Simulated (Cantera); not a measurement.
A closed system holds: 1 mol Fe, 0.015 mol HCl, 0.27 mol N2, held at 100 Torr.

Method: chemical equilibrium by Gibbs-energy minimisation in Cantera with the NASA 1993 tables (ideal gas, pure condensed phases). Candidate condensed phases: Fe, FeCl2, FeCl3, NH4Cl; 18 gas species. The numbers say what is thermodynamically allowed, not how fast it happens.

x: gas mole fraction; n: condensed amount in mol.

| T (K) | x N2 | x HCl | x H2 | x FeCl2 | x Fe2Cl4 | x H | n Fe(α) | n FeCl2(s) | n Fe(γ) | n Fe(δ) |
|---|---|---|---|---|---|---|---|---|---|---|
| 800 | 0.964 | 0.0164 | 0.0186 | 0.000705 | 5.70e-5 | (withheld) | 0.995 | 0.00498 | 0 | 0 |
| 950 | 0.948 | 0.0298 | 0.0114 | 0.0106 | 0.000420 | (withheld) | 0.997 | 0 | 0 | 0 |
| 1100 | 0.947 | 0.0258 | 0.0134 | 0.0133 | 5.66e-5 | (withheld) | 0.996 | 0 | 0 | 0 |
| 1250 | 0.947 | 0.0227 | 0.0150 | 0.0149 | 1.11e-5 | (withheld) | 0 | 0 | 0.996 | 0 |
| 1400 | 0.947 | 0.0205 | 0.0161 | 0.0161 | 3.02e-6 | (withheld) | 0 | 0 | 0.995 | 0 |
| 1550 | 0.947 | 0.0187 | 0.0169 | 0.0169 | 1.05e-6 | (withheld) | 0 | 0 | 0.995 | 0 |
| 1700 | 0.947 | 0.0174 | 0.0176 | 0.0176 | 4.39e-7 | (withheld) | 0 | 0 | 0 | 0.995 |

Problem. What belongs in the gaps?

Solution. 
- 800, x H: 1.08e-12
- 950, x H: 1.63e-10
- 1100, x H: 8.20e-9
- 1250, x H: 1.62e-7
- 1400, x H: 1.69e-6
- 1550, x H: 1.12e-5
- 1700, x H: 5.35e-5
